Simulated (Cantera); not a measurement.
Carbon deposition, reforming and gasification: n-butane + NH₃ + N₂

Charge: 1 mol n-butane, 0.074 mol NH₃, 3.5 mol N₂, at 2650 K and 4.30 bar.

These are equilibrium values from Cantera (NASA tables, ideal gas, pure condensed phases), not measurements of a reactor. Candidate condensed phases: C, C₆H₆, C₇H₈, C₈H₁₈; 92 gas species. The numbers say what is thermodynamically allowed, not how fast it happens.

```yaml
x(H₂): 0.541
x(N₂): 0.380
x(HCN): 0.0457
x(H): 0.0166
x(C₂H₂ (acetylene)): 0.0106
x(HNC): 0.00629
x(CH₄): 0.000150
x(CN): 9.91e-5
x(C₄H₂): 8.64e-5
n(C(graphite)): 3.35 mol
gas_amount: 8.719 mol
```
